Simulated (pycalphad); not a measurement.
Computed with pycalphad from the COST 507 light-alloy database (1999), at 1 atm. These are 1990s assessments: newer ones move some temperatures and phases. Phase fractions are per mole of atoms.

Problem. Give the equilibrium state of Al-3.54Mn-2.37Si (at.%) at 890 K.

Solution. fcc, fraction 0.805, with 0.18 Mn, 0.28 Si at.%; ALMNSI_ALPHA, fraction 0.195, with 17.4 Mn, 11.0 Si at.%.

Problem. Give the equilibrium state of Al-3.54Mn-2.37Si (at.%) at 930 K.

Solution. 
```
T = 930.00 K, P = 101325 Pa, N = 1 mol of atoms
G = -40958 J/mol, H = 23044 J/mol, S = 68.82 J/(mol K)  (SER reference)
chemical potentials (J/mol): Al -37760, Mn -118598, Si -51964
phase             fraction      x(Al)      x(Mn)      x(Si)
LIQUID              0.8408     0.9792     0.0092     0.0116
ALMNSI_ALPHA        0.1592     0.7384     0.1739     0.0877
```

Database names, with the compositions (at.%) that they take in these runs: ALMNSI_ALPHA: Al 71-74 Mn 17 Si 9-12.
